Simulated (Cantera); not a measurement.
A perfectly stirred reactor is fed with CH3OH : O2 : N2 : CO2 = 1 : 1.15 : 10 : 1.1 (molar parts), equivalence ratio 1.3, at 975 Torr; it is adiabatic with a 650 K inlet, and is followed from long to short residence time, starting on the burning branch (τ in s: 0.12, 0.057, 0.027, 0.013, 0.0059, 0.0028, 0.0013, 0.00061, 0.00029, 0.00013, 6.3e-05, 3e-05, 1.4e-05).

Detailed kinetics in Cantera: GRI-Mech 3.0 (53 species, 325 reactions). GRI-Mech 3.0 was tuned for natural gas; its chemistry of methanol as a main component is partial and can be far from experiment.

Question: Predict: blow-out, bracketed by the residence times tried; x(CH3OH) at τ = 0.120 s; x(O2) at τ = 0.120 s; x(CO2) at τ = 0.120 s; x(H2O) at τ = 0.120 s; x(H2) at τ = 0.120 s; x(CH3OH) at τ = 1.30 ms; x(O2) at τ = 1.30 ms; x(CO2) at τ = 1.30 ms; x(H2O) at τ = 1.30 ms; x(H2) at τ = 1.30 ms.

Answer: blow-out, bracketed by the residence times tried: burning at 1.30 ms, out at 0.610 ms
x(CH3OH) at τ = 0.120 s: 2.66e-6
x(O2) at τ = 0.120 s: 0.000155
x(CO2) at τ = 0.120 s: 0.113
x(H2O) at τ = 0.120 s: 0.127
x(H2) at τ = 0.120 s: 0.0139
x(CH3OH) at τ = 1.30 ms: 7.97e-5
x(O2) at τ = 1.30 ms: 0.00347
x(CO2) at τ = 1.30 ms: 0.109
x(H2O) at τ = 1.30 ms: 0.123
x(H2) at τ = 1.30 ms: 0.0156
